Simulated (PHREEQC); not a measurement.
Make-up at 25 °C: 0.26 mol CuCl2, 0.13 mol HCl and 0.13 mol H3BO3 per kg of water. Closed to the air; pH follows from the charge balance.

Model: ion-association model, phreeqc.dat, run in PHREEQC.

Problem. The ionic strength comes out as 0.761 mol/kgw. What activity coefficients do CuCl3-, Cl-, Cu+2, H+, CuCl+ get?

Solution. CuCl3- 0.62, Cl- 0.62, Cu+2 0.22, H+ 0.75, CuCl+ 0.62.

Precipitation was switched off in this run. The ionic strength is past about 0.7 mol/kgw, beyond the range of this activity model, so the values are rough.
